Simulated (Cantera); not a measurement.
Ammonia decomposition in nitride growth gas

A perfectly stirred reactor is fed with 74.1 % NH₃, 25.9 % N₂, at 38000 Pa; it is held at 2050 K, and followed from long to short residence time.

Cantera simulation using the gas-phase N/H chemistry of the illustrative SiF4/NH3 mechanism in the Surface Chemkin manual (1991); the numbers are that mechanism's predictions, not measurements. Walls and surfaces, which speed up NH3 decomposition in real reactors, are not modelled.

```json
[
 {"τ (s)": "0.48", "x NH₃": "0.0609", "x N": "1.23e-6", "x NH": "1.02e-5", "x H₂": "0.585", "x N₂H₄": "7.23e-9", "x N₂H₂": "3.24e-7"},
 {"τ (s)": "0.27", "x NH₃": "0.101", "x N": "1.21e-6", "x NH": "1.21e-5", "x H₂": "0.551", "x N₂H₄": "1.42e-8", "x N₂H₂": "5.74e-7"},
 {"τ (s)": "0.15", "x NH₃": "0.161", "x N": "1.18e-6", "x NH": "1.40e-5", "x H₂": "0.498", "x N₂H₄": "2.69e-8", "x N₂H₂": "9.96e-7"},
 {"τ (s)": "0.087", "x NH₃": "0.238", "x N": "1.13e-6", "x NH": "1.56e-5", "x H₂": "0.432", "x N₂H₄": "4.56e-8", "x N₂H₂": "1.59e-6"},
 {"τ (s)": "0.049", "x NH₃": "0.336", "x N": "1.06e-6", "x NH": "1.70e-5", "x H₂": "0.348", "x N₂H₄": "7.31e-8", "x N₂H₂": "2.45e-6"},
 {"τ (s)": "0.028", "x NH₃": "0.438", "x N": "9.52e-7", "x NH": "1.78e-5", "x H₂": "0.260", "x N₂H₄": "1.06e-7", "x N₂H₂": "3.46e-6"},
 {"τ (s)": "0.016", "x NH₃": "0.530", "x N": "8.14e-7", "x NH": "1.80e-5", "x H₂": "0.181", "x N₂H₄": "1.41e-7", "x N₂H₂": "4.51e-6"},
 {"τ (s)": "0.0089", "x NH₃": "0.607", "x N": "6.38e-7", "x NH": "1.73e-5", "x H₂": "0.115", "x N₂H₄": "1.77e-7", "x N₂H₂": "5.48e-6"},
 {"τ (s)": "0.0050", "x NH₃": "0.659", "x N": "4.53e-7", "x NH": "1.61e-5", "x H₂": "0.0695", "x N₂H₄": "2.09e-7", "x N₂H₂": "6.17e-6"}
]
```
x: mole fraction; the columns are a selection and need not sum to one.
